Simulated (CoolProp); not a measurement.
A single-stage vapour-compression cycle with fluoroethane (R161): evaporating at 235.15 K (dew point), condensing at 296.15 K (bubble point), superheat 10 K, subcooling 5 K, compressor efficiency 0.6, no pressure losses. Each further row changes one setting.

Model: reference Helmholtz-energy equation of state, Wu 2012, in CoolProp.

| case | cooling COP | pressure ratio | discharge temperature (K) | refrigerating effect (kJ/kg) | volumetric capacity (kJ/m³) |
|---|---|---|---|---|---|
| as stated | 1.85 | 8.82 | 386.1 | 319 | 770 |
| evaporating temperature 240.15 K | 2.10 | 7.04 | 377.3 | 324 | 964 |
| condensing temperature 291.15 K | 2.06 | 7.66 | 376.9 | 331 | 797 |
| subcooling 10 K | 1.91 | 8.82 | 386.1 | 331 | 797 |
| superheat 20 K | 1.83 | 8.82 | 397.6 | 331 | 763 |
| compressor efficiency 0.5 | 1.54 | 8.82 | 407.5 | 319 | 770 |
